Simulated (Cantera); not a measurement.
Charge: 1 mol Si, 8.3 mol Cl₂, held at 1.33 mbar.

Equilibrium computed with Cantera from the NASA thermochemical tables; the gas is ideal and each condensed phase is pure. Candidate condensed phases: Si; 9 gas species. Equilibrium is a limit: real reactors are often held back by kinetics, nucleation or transport. All values below are at 927 °C.

Base state: Cl₂ 0.758, SiCl₄ 0.129, Cl 0.113 (mole fractions); condensed: gas only.

Q: What changes in the equilibrium state with this change: pressure from 1.33 mbar to 1.20 Pa?

A: 
```json
[
 {"species": "Cl", "before": "0.113", "after": "0.669"},
 {"species": "Cl₂", "before": "0.758", "after": "0.240"},
 {"species": "SiCl₄", "before": "0.129", "after": "0.0912"}
]
```
